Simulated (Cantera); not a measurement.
What does this Cantera script print?

```python
import numpy as np
import cantera as ct

gas = ct.Solution("gri30.yaml")
gas.TPX = 1498, 960, {'C2H6': 1, 'H2': 32}
reactor = ct.IdealGasConstPressureReactor(gas, energy="off", clone=False)
net = ct.ReactorNet([reactor])
net.rtol, net.atol = 1e-08, 1e-18
show = ['C2H6', 'H2', 'C2H', 'C2H2', 'C2H4', 'CH4']
times = np.geomspace(3e-05, 200, 11)

steps = ct.SolutionArray(gas, extra=["t"])
rows = []
print(f"{'t/s':>10s}{'T/K':>9s}{'P/Pa':>11s}" + "".join(f"{s:>11s}" for s in show))
for t in times:
    while net.time < t:
        t_next = net.step()
        steps.append(gas.state, t=t_next)
    rows.append([np.interp(t, steps.t, y) for y in (steps.T, steps.P, *steps(*show).X.T)])
    print(f"{t:10.3e}{rows[-1][0]:9.1f}{rows[-1][1]:11.4g}" + "".join(f"{x:11.3e}" for x in rows[-1][2:]))
rate = np.gradient(steps.T, steps.t)
print("integrator steps:", len(steps.t))
if steps.T.max() > steps.T[0] + 200:
    print(f"time of steepest temperature rise: {steps.t[rate.argmax()]:.4e} s")
gas.TPX = 1498, 960, {'C2H6': 1, 'H2': 32}
gas.equilibrate("TP")
print(f"equilibrium (TP): T = {gas.T:.1f} K  " + "  ".join(f"{s} {gas[s].X[0]:.3e}" for s in show))
```

Output:

```
       t/s      T/K       P/Pa       C2H6         H2        C2H       C2H2       C2H4        CH4
 3.000e-05   1498.0        960  3.024e-02  9.696e-01  5.656e-20  2.839e-12  3.773e-07  1.451e-05
 1.444e-04   1498.0        960  2.984e-02  9.693e-01  3.245e-15  1.241e-08  7.511e-05  2.497e-04
 6.949e-04   1498.0        960  2.422e-02  9.664e-01  3.070e-11  2.242e-05  2.848e-03  4.023e-03
 3.344e-03   1498.0        960  1.017e-03  9.517e-01  9.773e-09  2.537e-03  9.611e-03  3.151e-02
 1.609e-02   1498.0        960  1.063e-05  9.527e-01  1.281e-08  8.718e-03  3.956e-03  3.335e-02
 7.746e-02   1498.0        960  3.907e-06  9.534e-01  7.419e-09  1.203e-02  8.109e-04  3.318e-02
 3.728e-01   1498.0        960  1.645e-06  9.539e-01  4.154e-09  1.295e-02  9.403e-05  3.281e-02
 1.794e+00   1498.0        960  1.197e-06  9.544e-01  3.568e-09  1.342e-02  6.773e-05  3.189e-02
 8.635e+00   1498.0        960  9.616e-07  9.564e-01  4.118e-09  1.518e-02  6.599e-05  2.818e-02
 4.156e+01   1498.0        960  4.085e-07  9.620e-01  5.902e-09  2.025e-02  6.466e-05  1.747e-02
 2.000e+02   1498.0        960  4.965e-08  9.683e-01  8.346e-09  2.588e-02  7.041e-05  5.535e-03
integrator steps: 1142
equilibrium (TP): T = 1498.0 K  C2H6 6.097e-09  H2 9.706e-01  C2H 9.286e-09  C2H2 2.787e-02  C2H4 7.467e-05  CH4 1.326e-03
```

Computed with Cantera and GRI-Mech 3.0 (53 species, 325 reactions). GRI-Mech 3.0 stops at C3 and has no aromatics, soot or wall deposition, so with more carbon than oxygen in the feed, carbon stays in small species such as C2H2 where larger ones or solid carbon would form. Radical loss at walls, strong at low pressure, is not modelled.
